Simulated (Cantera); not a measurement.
Standard-state values (1 bar) from the NASA 1993 polynomials, evaluated with Cantera. Values are per mole of reaction as written; species without (g) are pure solids or liquids, kept so even where they would boil at 1 bar.

Problem. Between 300 and 2698 K, where is each reaction favourable under standard conditions?
- 6 OH(g) + P2(g) → 6 O(g) + 2 PH3(g)

Solution. 
- 6 OH(g) + P2(g) → 6 O(g) + 2 PH3(g): ΔG° is 1106 kJ at 300 K and 884 kJ at 2698 K; it stays positive (K < 1). ΔH° is 1194 kJ and ΔS° 115 J/K at 2698 K.
